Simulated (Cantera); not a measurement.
Al + NH3 + H2 (aluminium nitride and oxide growth)

Input: 1 mol Al, a varied amount of NH3, 360 mol H2, equilibrated at 0.00430 bar.

Method: chemical equilibrium by Gibbs-energy minimisation in Cantera with the NASA 1993 tables (ideal gas, pure condensed phases). Candidate condensed phases: Al, AlN; 13 gas species. Mutual solubility and eutectic melting of coexisting phases are not modelled. Rates play no part.

Stable condensed phases:

```
T in K \ n(NH3) in mol
         0.38 0.58 0.89  1.4  2.1  3.2    5  7.6   12   18   28
   1748     A    A    A    A    A    A    A    A    B    B    B
   1673     B    B    B    B    B    B    B    B    B    B    B
   1598     B    B    B    B    B    B    B    B    B    B    B
   1523     B    B    B    B    B    B    B    B    B    B    B
   1448     C    B    B    B    B    B    B    B    B    B    B
   1373     C    C    B    B    B    B    B    B    B    B    B
   1298     C    C    C    B    B    B    B    B    B    B    B
   1223     C    C    C    B    B    B    B    B    B    B    B
   1148     C    C    C    B    B    B    B    B    B    B    B
   1073     C    C    C    B    B    B    B    B    B    B    B
    998     C    C    C    B    B    B    B    B    B    B    B
    923     C    C    C    B    B    B    B    B    B    B    B
    848     C    C    C    B    B    B    B    B    B    B    B
```

A: gas only; B: AlN; C: Al + AlN.
